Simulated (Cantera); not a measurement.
Source: NASA polynomial tables (part measured, part estimated), evaluated in Cantera. Values are per mole of reaction as written; species without (g) are pure solids or liquids, kept so even where they would boil at 1 bar.

Question: Between 400 and 600 K, where is each reaction favourable under standard conditions?
- I2 + 2 H(g) ⇌ 2 HI(g)

Answer: 
- I2 + 2 H(g) ⇌ 2 HI(g): ΔG° is -409 kJ at 400 K and -409 kJ at 600 K; it stays negative (K > 1). ΔH° is -416 kJ and ΔS° -11 J/K at 600 K.
